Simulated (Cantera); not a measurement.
An isothermal, constant-pressure homogeneous reactor starts with C₂H₆ : N₂ = 1 : 2.2 (molar parts), at 1150 K and 10.00 Torr. Integrator tolerance rtol = 1e-08.

Detailed kinetics in Cantera: GRI-Mech 3.0 (53 species, 325 reactions). GRI-Mech 3.0 stops at C3 and has no aromatics, soot or wall deposition, so with more carbon than oxygen in the feed, carbon stays in small species such as C2H2 where larger ones or solid carbon would form. Radical loss at walls, strong at low pressure, is not modelled.

Q: What does this change do: C2H6 1 to 0.71 parts?

A: 
```json
[
 {"quantity": "x(C₂H₆) at 20.0 s", "before": "0.000117 (gas-phase equilibrium 1.33e-5)", "after": "8.09e-5 (gas-phase equilibrium 8.45e-6)"},
 {"quantity": "x(H) at 20.0 s", "before": "8.33e-7 (gas-phase equilibrium 3.47e-7)", "after": "7.11e-7 (gas-phase equilibrium 3.25e-7)"},
 {"quantity": "x(CH₃) at 20.0 s", "before": "2.96e-6 (gas-phase equilibrium 1.88e-6)", "after": "2.46e-6 (gas-phase equilibrium 1.50e-6)"},
 {"quantity": "x(CH₄) at 20.0 s", "before": "0.0481 (gas-phase equilibrium 0.0824)", "after": "0.0394 (gas-phase equilibrium 0.0615)"},
 {"quantity": "x(C₂H) at 20.0 s", "before": "2.56e-11 (gas-phase equilibrium 1.59e-11)", "after": "2.23e-11 (gas-phase equilibrium 1.40e-11)"},
 {"quantity": "x(H₂) at 20.0 s", "before": "0.249 (gas-phase equilibrium 0.285)", "after": "0.209 (gas-phase equilibrium 0.250)"}
]
```

Q: What does this change do: N2 2.2 to 4.8 parts?

A: 
```
quantity                                              before                                      after
-----------------  -----------------------------------------  -----------------------------------------
x(C₂H₆) at 20.0 s   0.000117 (gas-phase equilibrium 1.33e-5)    4.76e-5 (gas-phase equilibrium 4.20e-6)
x(H) at 20.0 s       8.33e-7 (gas-phase equilibrium 3.47e-7)    5.73e-7 (gas-phase equilibrium 2.94e-7)
x(CH₃) at 20.0 s     2.96e-6 (gas-phase equilibrium 1.88e-6)    1.89e-6 (gas-phase equilibrium 1.05e-6)
x(CH₄) at 20.0 s       0.0481 (gas-phase equilibrium 0.0824)      0.0291 (gas-phase equilibrium 0.0391)
x(C₂H) at 20.0 s   2.56e-11 (gas-phase equilibrium 1.59e-11)  1.86e-11 (gas-phase equilibrium 1.16e-11)
x(H₂) at 20.0 s          0.249 (gas-phase equilibrium 0.285)        0.161 (gas-phase equilibrium 0.204)
```
